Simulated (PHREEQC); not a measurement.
**Spent oxide etchant: speciation**

Make-up at 26 °C: 0.027 mol/kgw NH4HF2, 0.0047 mol/kgw (NH4)2SiF6, 0.25 mol/kgw H3PO4 and 0.0034 mol/kgw KCl. Closed to the air; pH follows from the charge balance.

The numbers come from PHREEQC with the ion-association model, wateq4f.dat.

Precipitation was switched off in this run.

Question: Estimate the pH, activity of water.

Answer: pH 1.56; activity of water 0.994.

Question: In which forms is F present?

Answer: HF 52 %, SiF6-2 34 %, H2F2 11 %, F- 1.6 %, HF2- 0.5 % of the F.

Species that the database lacks are ignored. wateq4f.dat counts part of the HF as a dimer, H2F2, which phreeqc.dat doesn't know; its constant is uncertain. H3PO4, which wateq4f.dat lacks, is added to it with the constant of phreeqc.dat. SiF6-2 is the database's only silicon fluoride.
